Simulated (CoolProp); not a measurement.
Vapour-liquid equilibrium of n-perfluorobutane (1) + R365MFC (2) at -18.15 °C; x and y are mole fractions of (1).

The numbers come from the multi-fluid Helmholtz-energy mixture model, Gao 2022 and Lemmon 2016; pair parameters Bell 2016 in CoolProp.

```tsv
x	bubble pressure, mixture model (kPa)	bubble pressure, Raoult's law (kPa)	y, mixture model	y, Raoult's law
0.05	20.97	9.060	0.683	0.278
0.125	33.16	12.32	0.809	0.511
0.2	39.18	15.58	0.843	0.647
0.275	42.01	18.85	0.857	0.735
0.35	43.30	22.11	0.864	0.798
0.425	43.91	25.37	0.867	0.844
0.5	44.34	28.63	0.870	0.880
0.575	44.82	31.89	0.873	0.908
0.65	45.48	35.16	0.879	0.931
0.725	46.35	38.42	0.889	0.951
0.8	47.41	41.68	0.905	0.967
0.875	48.60	44.94	0.929	0.981
0.95	49.75	48.21	0.965	0.993
```

The largest gap from Raoult's law is +169.2 % in bubble pressure, at x = 0.125. No azeotrope shows between x = 0.05 and 0.95.

Pair parameters are fitted to limited data, so mixtures are less certain than the pure fluids. With so large a gap from Raoult's law the liquid may split in two, which this calculation doesn't test in full.
